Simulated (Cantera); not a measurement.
A perfectly stirred reactor is fed with N₂O : N₂ = 1 : 3.4 (molar parts), at 750 Torr; it is held at 1350 K, and followed from long to short residence time.

Computed with Cantera and GRI-Mech 3.0 (53 species, 325 reactions). GRI-Mech 3.0 was tuned for natural gas; its chemistry of N2O as a main component is partial and can be far from experiment. The mechanism lacks the step 2 NO + O2 → 2 NO2, which can matter for NO2 below about 1400 K. The temperature is held fixed by assumption; the heat of reaction is taken as removed at once.

| quantity | before | after |
|---|---|---|
| x(N₂O) at τ = 1.00 s | 0.0333 | 0.0719 |
| x(N₂) at τ = 1.00 s | 0.871 | 0.847 |
| x(O₂) at τ = 1.00 s | 0.0779 | 0.0588 |
| x(NO) at τ = 1.00 s | 0.0182 | 0.0218 |
| x(NO₂) at τ = 1.00 s | 0.000152 | 5.18e-5 |
| x(N₂O) at τ = 5.30 ms | 0.218 | 0.224 |
| x(N₂) at τ = 5.30 ms | 0.777 | 0.774 |
| x(O₂) at τ = 5.30 ms | 0.00344 | 0.00103 |
| x(NO) at τ = 5.30 ms | 0.00142 | 0.000429 |
| x(NO₂) at τ = 5.30 ms | 8.73e-6 | 4.49e-7 |

Problem. Which change was made?
A. temperature 1350 to 1200 K
B. pressure from 750 Torr to 210 Torr
C. temperature 1350 to 1275 K
D. temperature 1350 to 1273 K

Solution. B, pressure from 750 Torr to 210 Torr
